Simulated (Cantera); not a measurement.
A freely propagating, adiabatic, planar premixed flame of 48.0 % H₂, 8.59 % O₂, 41.1 % N₂, 2.35 % H₂O, equivalence ratio 2.8, unburnt at 425 K and 390 Torr; mixture-averaged transport, grid criteria slope 0.08 and curve 0.16, no radiation.

Cantera simulation using the H2/O2 subset of GRI-Mech 3.0, which has no nitrogen chemistry; the numbers are that mechanism's predictions, not measurements. Burning velocities carry a grid error of a few per cent, more on coarse grids.

Question: Predict: laminar burning velocity; thermal thickness; peak x(O); peak x(H); peak x(HO₂).

Answer: 
- laminar burning velocity = 328 cm/s
- thermal thickness = 0.989 mm
- peak x(O) = 0.00118
- peak x(H) = 0.0544
- peak x(HO₂) = 0.000212
